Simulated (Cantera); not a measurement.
Feed: 1 mol Si₂H₆, 9.9 mol H₂, at 9.10 mbar.

Equilibrium computed with Cantera from the NASA thermochemical tables; the gas is ideal and each condensed phase is pure. Candidate condensed phases: Si; 9 gas species. The feed counts by its element totals alone. Equilibrium is a limit: real reactors are often held back by kinetics, nucleation or transport.

**Question.** At 1377 °C, list the 3 most abundant gas species with their mole fractions, and the condensed phases.

**Answer.** H₂ 0.999, H 0.000952, Si 2.94e-5. Condensed: Si(s).
